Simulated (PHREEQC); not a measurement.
Make-up at 25 °C: 0.0078 mol H2SO4, 0.066 mol Al2(SO4)3 and 0.096 mol Fe2(SO4)3 per kg of water. Closed to the air; pH follows from the charge balance.

Equilibrium calculation in PHREEQC: ion-association model, phreeqc.dat.

- pH = 2.32
- ionic strength = 0.416 mol/kgw
- activity of water = 0.993
- total alkalinity = -400 meq/kg

| species | molality | activity | log γ |
|---|---|---|---|
| FeSO4+ | 0.128 | 0.0888 | -0.160 |
| SO4-2 | 0.0837 | 0.0185 | -0.656 |
| AlSO4+ | 0.0773 | 0.0525 | -0.168 |
| Fe(SO4)2- | 0.0492 | 0.0359 | -0.136 |
| Al(SO4)2- | 0.0452 | 0.0307 | -0.168 |
| HSO4- | 0.0117 | 0.00856 | -0.136 |

This is a speciation only: nothing precipitates in the calculation. The solution is supersaturated, for example in Hematite (slow to form), Goethite (slow to form), so a real one may precipitate; this is no full list.
